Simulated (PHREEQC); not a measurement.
Consider water at 25 °C with 0.23 mol/kgw Cu(NO3)2 and 0.014 mol/kgw H3BO3. It is in equilibrium with CO2 at log p = -1 (atm). Otherwise closed; pH follows from the charge balance.

Equilibrium calculation in PHREEQC: ion-association model, phreeqc.dat.

Each row changes one thing in this solution. Precipitation was switched off in this run.

| case | pH | CO2 (mol/kgw) | CuHCO3+ (mol/kgw) | HCO3- (mol/kgw) | Cu2(OH)2+2 (mol/kgw) | CuOH+ (mol/kgw) |
|---|---|---|---|---|---|---|
| as made | 3.67 | 0.00290 | 0.000248 | 1.05e-5 | 8.36e-6 | 3.90e-6 |
| H3BO3 from 0.014 to 0.0028 mol/kgw | 3.67 | 0.00290 | 0.000248 | 1.05e-5 | 8.36e-6 | 3.90e-6 |
| H3BO3 from 0.014 to 0.021 mol/kgw | 3.67 | 0.00290 | 0.000248 | 1.05e-5 | 8.36e-6 | 3.90e-6 |
| temperature from 25 to 80 °C | ___ | 0.00108 | 4.79e-5 | 2.36e-6 | 0.000229 | 1.99e-6 |
| temperature from 25 to 65 °C | ___ | 0.00130 | 8.79e-5 | 4.13e-6 | 0.000142 | 2.75e-6 |
| diluted 2-fold with water | ___ | 0.00314 | 0.000193 | 1.24e-5 | 5.30e-6 | 2.75e-6 |
| temperature from 25 to 15 °C | ___ | 0.00389 | 0.000274 | 1.13e-5 | 2.73e-6 | 3.74e-6 |

Problem. Complete the blanks.

Solution. 
- temperature from 25 to 80 °C, pH: 3.43
- temperature from 25 to 65 °C, pH: 3.55
- diluted 2-fold with water, pH: 3.77
- temperature from 25 to 15 °C, pH: 3.65

Away from 25 °C the constants follow the database's enthalpies or fits; those with neither stay at their 25 °C values.
